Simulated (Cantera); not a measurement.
A perfectly stirred reactor is fed with H2 : O2 : H2O = 0.16 : 1 : 0.018 (molar parts), equivalence ratio 0.080, at 11.3 Torr; it is held at 1325 K, and followed from long to short residence time.

Detailed kinetics in Cantera: the H2/O2 subset of GRI-Mech 3.0, which has no nitrogen chemistry. Radical loss at walls, strong at low pressure, is not modelled. The temperature is held fixed by assumption; the heat of reaction is taken as removed at once.

One state of this run: x H2 = 0.00679; x O2 = 0.777; x O = 0.0509; x H2O2 = 2.51e-7; x H = 0.0246. x: mole fraction; the columns are a selection and need not sum to one.

Task: Which value of τ (s) does it belong to?
(A) 0.00096
(B) 0.0058
(C) 0.014
(D) 0.52

Result: B, 0.0058
